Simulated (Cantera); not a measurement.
A perfectly stirred reactor is fed with CH4 : CO : O2 : N2 : CO2 = 1 : 0.16 : 2.08 : 7.82 : 0.56 (molar parts), at 0.260 bar; it is adiabatic with a 325 K inlet, and is followed from long to short residence time, starting on the burning branch (τ in s: 0.087, 0.027, 0.0081, 0.0025, 0.00076, 0.00023, 7.1e-05, 2.2e-05, 6.6e-06).

Detailed kinetics in Cantera: GRI-Mech 3.0 (53 species, 325 reactions).

**Question.** What does this change do: inlet temperature 325 to 725 K?

**Answer.** 
| quantity | before | after |
|---|---|---|
| blow-out, bracketed by the residence times tried | burning at 0.760 ms, out at 0.230 ms | burning at 0.230 ms, out at 71.0 µs |
| x(CH4) at τ = 87.0 ms | 9.40e-6 | 5.16e-6 |
| x(CO) at τ = 87.0 ms | 0.0218 | 0.0289 |
| x(O2) at τ = 87.0 ms | 0.0125 | 0.0154 |
| x(N2O) at τ = 87.0 ms | 3.83e-8 | 6.90e-8 |
| x(CH3) at τ = 87.0 ms | 3.65e-6 | 2.56e-6 |
| x(CH4) at τ = 0.760 ms | 0.000563 | 0.000290 |
| x(CO) at τ = 0.760 ms | 0.0435 | 0.0493 |
| x(O2) at τ = 0.760 ms | 0.0295 | 0.0307 |
| x(N2O) at τ = 0.760 ms | 2.48e-8 | 2.86e-8 |
| x(CH3) at τ = 0.760 ms | 0.000112 | 8.55e-5 |

**Question.** What does this change do: pressure from 0.260 bar to 3.10 bar?

**Answer.** 
```json
[
 {"quantity": "blow-out, bracketed by the residence times tried", "before": "burning at 0.760 ms, out at 0.230 ms", "after": "burning at 71.0 µs, out at 22.0 µs"},
 {"quantity": "x(CH4) at τ = 87.0 ms", "before": "9.40e-6", "after": "3.58e-6"},
 {"quantity": "x(CO) at τ = 87.0 ms", "before": "0.0218", "after": "0.00815"},
 {"quantity": "x(O2) at τ = 87.0 ms", "before": "0.0125", "after": "0.00430"},
 {"quantity": "x(N2O) at τ = 87.0 ms", "before": "3.83e-8", "after": "1.60e-7"},
 {"quantity": "x(CH3) at τ = 87.0 ms", "before": "3.65e-6", "after": "1.71e-6"},
 {"quantity": "x(CH4) at τ = 0.760 ms", "before": "0.000563", "after": "0.000114"},
 {"quantity": "x(CO) at τ = 0.760 ms", "before": "0.0435", "after": "0.0227"},
 {"quantity": "x(O2) at τ = 0.760 ms", "before": "0.0295", "after": "0.0134"},
 {"quantity": "x(N2O) at τ = 0.760 ms", "before": "2.48e-8", "after": "3.04e-7"},
 {"quantity": "x(CH3) at τ = 0.760 ms", "before": "0.000112", "after": "4.16e-5"}
]
```
